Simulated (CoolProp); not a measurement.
Neopentane at several states: fugacity coefficient from the reference equation and from simpler models built on Tc = 160.6 °C, pc = 3196 kPa, ω = 0.196; each cubic takes its own stable root.

The numbers come from the reference Helmholtz-energy equation of state, Lemmon 2006 in CoolProp. It is a short technical equation, of lower accuracy than the large ones.

```csv
T (°C),p (kPa),phase,reference
202.35,17.8,gas,0.9986
165.55,2020,gas,0.7990
-6.65,3820,liquid,0.01684
257.15,444,gas,0.9760
264.55,15500,supercritical,0.5132
```

Problem. How far does each simpler model (Soave-Redlich-Kwong, Peng-Robinson) lie from the reference over these 5 states: mean and median of the absolute difference, and the worst?

Solution. 
- Soave-Redlich-Kwong: mean 1.8 %, median 0.1 %, worst +7.6 % at 264.55 °C and 15500 kPa
- Peng-Robinson: mean 0.9 %, median 0.4 %, worst -2.3 % at 165.55 °C and 2020 kPa
